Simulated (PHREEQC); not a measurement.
0.5 mol of Fluorite (CaF2) is brought to equilibrium with 1 kg of water, with rising amounts of H3PO4, at 25 °C. Oxygen alone is held at its pressure in air (log pO2 = -0.68). CO2 from the air is kept out. Solids allowed: Fluorite, Hydroxyapatite. Others were left out.

All values are PHREEQC results (ion-association model, phreeqc.dat), not measurements.

```tsv
H3PO4 added (mol)	pH	dissolved Ca (mol/kgw)	dissolved F (mol/kgw)	HF (mol/kgw)	Ca+2 (mol/kgw)	H3PO4 (mol/kgw)	H2PO4- (mol/kgw)
0	7.09	0.000195	0.000390	4.60e-8	0.000195	0	0
0.00833	2.41	0.000771	0.00154	0.00130	0.000701	0.00285	0.00541
0.0167	2.19	0.00108	0.00216	0.00194	0.000939	0.00766	0.00889
0.025	2.07	0.00132	0.00263	0.00241	0.00110	0.0131	0.0117
0.0333	1.98	0.00151	0.00302	0.00281	0.00123	0.0190	0.0141
0.0417	1.92	0.00168	0.00336	0.00315	0.00134	0.0251	0.0162
0.05	1.87	0.00183	0.00366	0.00346	0.00144	0.0314	0.0182
0.0583	1.83	0.00197	0.00394	0.00374	0.00152	0.0378	(withheld)
0.0667	(withheld)	0.00210	0.00420	0.00400	0.00160	0.0445	0.0217
0.075	1.76	0.00222	0.00444	0.00424	0.00166	0.0511	(withheld)
0.0833	1.73	0.00233	0.00467	0.00447	0.00173	0.0578	0.0249
0.0917	1.71	0.00244	0.00488	0.00469	0.00179	0.0647	0.0263
0.1	1.69	0.00254	0.00509	0.00489	0.00184	0.0716	0.0277
```

Task: What belongs in the gaps?

Result: 
- 0.0583, H2PO4- (mol/kgw): 0.0200
- 0.0667, pH: 1.79
- 0.075, H2PO4- (mol/kgw): 0.0233

Complexes and solids missing from the database can't appear.
